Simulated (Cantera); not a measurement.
Input: 1 mol CS₂, 1.6 mol H₂, equilibrated at 500 °C and 10000 Pa.

These are equilibrium values from Cantera (NASA tables, ideal gas, pure condensed phases), not measurements of a reactor. Candidate condensed phases: C, C₆H₆, C₇H₈, C₈H₁₈, S; 83 gas species. Gases not in the tables: S₃ to S₇. The numbers say what is thermodynamically allowed, not how fast it happens.

Base state: H₂S 0.876, CS₂ 0.106, S₂ 0.00956, H₂ 0.00889, CH₄ 1.67e-5 (mole fractions); condensed: C(graphite).

Q: What changes in the equilibrium state with this change: temperature from 500 °C to 1977 °C?

A: 
| species | before | after |
|---|---|---|
| H₂ | 0.00889 | 0.517 |
| CS | <1e-9 | 0.194 |
| CS₂ | 0.106 | 0.150 |
| H₂S | 0.876 | 0.0143 |
| H | <1e-9 | 0.0169 |
| S | <1e-9 | 0.0117 |
| SH | 5.41e-7 | 0.0228 |
| S₂ | 0.00956 | 0.0735 |
| C₂H₂ (acetylene) | <1e-9 | 0.000471 |
| CH₄ | 1.67e-5 | 3.30e-6 |
| C(graphite), mol | 0.809 | 0 |
